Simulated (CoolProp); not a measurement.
Vapour-liquid equilibrium of propane (1) + R152A (2) at 4.17 bar; x and y are mole fractions of (1).

Values from CoolProp's multi-fluid Helmholtz-energy mixture model, Lemmon 2009 and Outcalt 1996; pair parameters Bell 2016.

```csv
x,"bubble temperature, mixture model (°C)","bubble temperature, Raoult's law (°C)","y, mixture model","y, Raoult's law"
0.05,8.1,12.4,[?],0.082
0.2,-1.3,9.4,0.470,0.300
0.35,-5.1,6.5,[?],0.483
0.5,[?],3.8,0.646,0.638
0.65,-7.6,1.3,0.697,0.768
0.8,-7.6,-1.2,0.768,0.879
0.95,-5.8,-3.4,0.912,0.972
```

### Question
Complete the blanks.

### Answer

- 0.05, y, mixture model: 0.185
- 0.35, y, mixture model: 0.584
- 0.5, bubble temperature, mixture model (°C): -6.8

The largest gap from Raoult's law is -11.6 K in bubble temperature, at x = 0.35. y crosses x between x = 0.65 and 0.8: the model has an azeotrope there.

The pair parameters rest on a limited set of measurements; away from them the model extrapolates.
